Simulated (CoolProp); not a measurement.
A simple Rankine cycle with benzene: condensing at 325.15 K, boiler at 0.328 MPa, turbine inlet 398.9 K, turbine efficiency 0.65, pump efficiency 0.7, no recuperator. Each further row changes one setting.

Computed with CoolProp (reference Helmholtz-energy equation of state, Thol 2012).

```csv
case,thermal efficiency (%),net work (kJ/kg),heat in (kJ/kg),turbine exit temperature (K),volume ratio over the turbine
as stated,10.2,51.1,501,354.1,7.97
turbine inlet 418.9 K,10.2,54.4,532,375.1,7.95
condensing temperature 317.15 K,11.3,58.0,515,348.4,10.7
boiler pressure 0.23 MPa,8.7,43.9,504,362.5,5.58
turbine efficiency 0.55,8.6,43.2,501,360.3,8.12
```
